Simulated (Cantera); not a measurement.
Hydrocarbon pyrolysis for carbon deposition

An isothermal, constant-pressure homogeneous reactor starts with C2H6 : N2 = 0.55 : 2.2 (molar parts), at 1198 K and 0.135 Torr.

Detailed kinetics in Cantera: GRI-Mech 3.0 (53 species, 325 reactions). GRI-Mech 3.0 stops at C3 and has no aromatics, soot or wall deposition, so with more carbon than oxygen in the feed, carbon stays in small species such as C2H2 where larger ones or solid carbon would form. Radical loss at walls, strong at low pressure, is not modelled.

```tsv
t (s)	x C2H6	x HCN	x C2H2	x C2H	x H
2.00e-6	0.200	<1e-12	<1e-12	<1e-12	<1e-12
7.66e-6	0.200	<1e-12	<1e-12	<1e-12	<1e-12
2.94e-5	0.200	<1e-12	<1e-12	<1e-12	3.04e-12
0.000112	0.200	<1e-12	<1e-12	<1e-12	1.12e-11
0.000431	0.200	<1e-12	<1e-12	<1e-12	4.36e-11
0.00165	0.200	<1e-12	<1e-12	<1e-12	4.02e-10
0.00632	0.200	<1e-12	<1e-12	<1e-12	8.33e-9
0.0242	0.200	<1e-12	1.60e-12	<1e-12	1.39e-7
0.0928	0.200	<1e-12	2.32e-9	<1e-12	1.80e-6
0.356	0.196	7.82e-11	2.26e-6	1.61e-12	1.01e-5
1.36	0.164	8.01e-10	0.000366	7.38e-11	2.41e-5
5.22	0.0493	2.59e-9	0.00947	9.25e-10	4.44e-5
20.0	0.00228	3.32e-9	0.0336	8.56e-10	1.72e-5
```
x: mole fraction; the columns are a selection and need not sum to one.

Equilibrium at this temperature and pressure: C2H6 5.16e-10, HCN 0.0823, C2H2 0.101, C2H 4.83e-10, H 7.62e-6 (gas phase only).
